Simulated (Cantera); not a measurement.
An isothermal, constant-pressure homogeneous reactor starts with CH4 : H2 = 1 : 15 (molar parts), at 1400 K and 59.3 Torr.

Detailed kinetics in Cantera: GRI-Mech 3.0 (53 species, 325 reactions). GRI-Mech 3.0 stops at C3 and has no aromatics, soot or wall deposition, so with more carbon than oxygen in the feed, carbon stays in small species such as C2H2 where larger ones or solid carbon would form.

### Question
Predict: x(CH4) at 20.0 s; x(H2) at 20.0 s; x(C2H6) at 20.0 s; x(H) at 20.0 s; x(C2H4) at 20.0 s; x(CH3) at 20.0 s.

### Answer
```json
{
 "x(CH4) at 20.0 s": "0.0554 (gas-phase equilibrium 0.0255)",
 "x(H2) at 20.0 s": "0.941 (gas-phase equilibrium 0.957)",
 "x(C2H6) at 20.0 s": "2.37e-6 (gas-phase equilibrium 1.51e-6)",
 "x(H) at 20.0 s": "1.38e-5 (gas-phase equilibrium 1.70e-5)",
 "x(C2H4) at 20.0 s": "0.000227 (gas-phase equilibrium 0.00102)",
 "x(CH3) at 20.0 s": "1.62e-5 (gas-phase equilibrium 9.08e-6)"
}
```
